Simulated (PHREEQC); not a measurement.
Dissolve 0.0014 mol/kgw NH3, 4.2e-07 mol/kgw H4SiO4 and 0.067 mol/kgw K2CO3 at 25 °C. Closed to the air; pH follows from the charge balance.

Equilibrium calculation in PHREEQC: ion-association model, wateq4f.dat.

```json
[
 {"quantity": "pH", "before": "11.30", "after": "10.93"},
 {"quantity": "CO3-2 (mol/kgw)", "before": "0.0642", "after": "0.00573"},
 {"quantity": "HCO3- (mol/kgw)", "before": "0.00283", "after": "0.000973"},
 {"quantity": "NH4+ (mol/kgw)", "before": "1.61e-5", "after": "3.24e-6"}
]
```

Question: Which change was made?
(A) 0.0011 mol/kgw TMAH added
(B) 0.0033 mol/kgw NaF added
(C) H4SiO4 left out
(D) diluted 10-fold with water
(E) temperature from 25 to 35 °C

Answer: D, diluted 10-fold with water

No solid was allowed to form.
